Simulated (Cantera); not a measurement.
A counterflow diffusion flame at 0.987 atm, nozzles 20 mm apart: fuel side 94.8 % CO, 5.21 % H2 at 425 K, oxidiser side 26.0 % O2, 74.0 % N2 at 550 K, fuel mass flux 1.2 times the oxidiser's; mixture-averaged transport, no radiation.

Model: GRI-Mech 3.0 (53 species, 325 reactions), integrated in Cantera. The maximum strain rate includes the flame's own expansion and is several times the mean.

x: mole fraction; the columns are a selection and need not sum to one.

| oxidiser flux (kg/m²/s) | max strain (1/s) | mean strain (1/s) | T max (K) | peak x OH | peak x H | peak x NO | peak x CO |
|---|---|---|---|---|---|---|---|
| 0.6 | 342 | 95.0 | 2196 | 0.00675 | 0.00822 | 0.000258 | 0.950 |
| 0.83 | 462 | 131 | 2141 | 0.00664 | 0.00932 | 0.000175 | 0.951 |
| 1.1 | (withheld) | 174 | 2092 | 0.00651 | (withheld) | (withheld) | 0.950 |
| 1.6 | 856 | 253 | 2026 | 0.00621 | 0.0117 | 9.30e-5 | 0.950 |
| 2.2 | (withheld) | 348 | 1968 | 0.00596 | (withheld) | (withheld) | 0.950 |
| 3 | 1550 | 475 | 1910 | 0.00564 | 0.0142 | 5.92e-5 | 0.950 |
| 4.2 | 2130 | 665 | 1844 | 0.00516 | 0.0154 | 4.77e-5 | 0.950 |
| 5.8 | 2890 | 918 | 1777 | 0.00471 | 0.0163 | 3.81e-5 | 0.950 |
| 8 | 3910 | 1270 | 1705 | 0.00417 | 0.0167 | 2.91e-5 | 0.950 |
| 11 | 5260 | 1740 | 1621 | 0.00356 | 0.0163 | 2.00e-5 | 0.950 |

Task: Complete the blanks.

Result: 
- 1.1, max strain (1/s): 601
- 1.1, peak x H: 0.0103
- 1.1, peak x NO: 0.000130
- 2.2, max strain (1/s): 1160
- 2.2, peak x H: 0.0130
- 2.2, peak x NO: 7.33e-5
